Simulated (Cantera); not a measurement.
Input (Python, Cantera) and output of one run.

```python
import numpy as np
import cantera as ct

gas_names = """
    AL ALCL ALCL2 ALCL3 ALH ALN ALO ALOCL ALOH ALO2 ALO2H AL2 AL2CL6 AL2O AL2O2 CL CLO CL2 H HALO HCL
    HNO HNO2 HNO3 HOCL HO2 H2 H2O H2O2 N NH NH2 NH3 NH2OH NO NO2 NO3 N2 N2H2 N2H4 N2O O OH O2 O3
""".split()
cond_names = """
    AL(cr) AL(L) ALCL3(s) ALCL3(L) ALN(s) AL2O3(a) AL2O3(L) H2O(s) H2O(L) NH4CL(a) NH4CL(b)
""".split()


def load(file, names, dense=False):
    # The tables refer to 1 bar. Condensed volumes are neglected.
    table = {s.name: s for s in ct.Species.list_from_file(file)}
    out = []
    for n in names:
        d = dict(table[n].input_data)
        d["thermo"] = dict(d["thermo"], **{"reference-pressure": 1e5})
        if dense:
            d["equation-of-state"] = {"model": "constant-volume", "density": "1e6 g/cm^3"}
        out.append(ct.Species.from_dict(d))
    return out


gas = ct.Solution(thermo="ideal-gas", species=load("nasa_gas.yaml", gas_names))
cond = {s.name: ct.Solution(thermo="fixed-stoichiometry", species=[s], name=s.name)
        for s in load("nasa_condensed.yaml", cond_names, dense=True)}
atoms = {
    'AlCl3': {'AL': 1, 'CL': 3},
    'H2O': {'H': 2, 'O': 1},
    'N2': {'N': 2},
}
top_T = {'ALN(s)': 2750}  # K; cautious upper limits of use, not melting points


def equilibrate(T, P, feed):
    n = {}
    for name, mol in feed.items():
        for a, k in atoms[name].items():
            n[a] = n.get(a, 0.0) + k * mol
    gas.TPX = T, P, n
    mass = sum(n.values()) * gas.mean_molecular_weight
    gas.equilibrate("TP")
    valid = [c for c in cond.values() if c.min_temp <= T <= top_T.get(c.name, c.max_temp)]
    mix = ct.Mixture([(gas, mass / gas.mean_molecular_weight)] + [(c, 0.0) for c in valid])
    mix.T, mix.P = T, P
    mix.equilibrate("TP", solver="vcs", rtol=1e-11, max_steps=5000)
    return mix


results = []
feed = {'AlCl3': 1, 'H2O': 0.63, 'N2': 60}  # mol
P = 17000  # Pa
for T in [1400, 1500, 1600, 1700, 1800, 1900, 2000]:
    mix = equilibrate(T, P, feed)
    results.append((T, P, feed, dict(zip(mix.species_names, mix.species_moles))))

top = {s: max(r[3][s] / sum(r[3][g] for g in gas_names) for r in results) for s in gas_names}
cols = sorted((s for s in top if top[s] > 0.001), key=lambda s: -top[s])[:9]
seen = [c for c in cond_names if any(r[3].get(c, 0) > 1e-12 for r in results)]
print("log10 of partial pressures in bar; condensed amounts in mol")
print(f"{'T/K':>10s}" + "".join(f"{s[:9]:>10s}" for s in cols + seen))
for T, P, feed, n in results:
    ng = sum(n[g] for g in gas_names)
    print(f"{T:10.4g}" + "".join(f"{np.log10(max(n[s] / ng * P / 1e5, 1e-99)):10.3f}" for s in cols)
          + "".join(f"{n.get(c, 0):10.4g}" for c in seen))
```

Output:

```
log10 of partial pressures in bar; condensed amounts in mol
       T/K        N2       HCL     ALCL3        CL     ALCL2  AL2O3(a)
      1400    -0.783    -2.461    -2.798    -5.130    -6.237      0.21
      1500    -0.783    -2.462    -2.798    -4.750    -5.563      0.21
      1600    -0.783    -2.464    -2.800    -4.406    -4.987      0.21
      1700    -0.783    -2.467    -2.807    -4.085    -4.502    0.2099
      1800    -0.783    -2.469    -2.823    -3.777    -4.104    0.2099
      1900    -0.783    -2.472    -2.859    -3.480    -3.791    0.2097
      2000    -0.784    -2.474    -2.927    -3.203    -3.556    0.2091
```

Cantera equilibrium calculation (NASA polynomials, part measured and part estimated; ideal gas, pure solids and liquids). The tables' values for AlCl2 are old estimates; treat these amounts as uncertain.
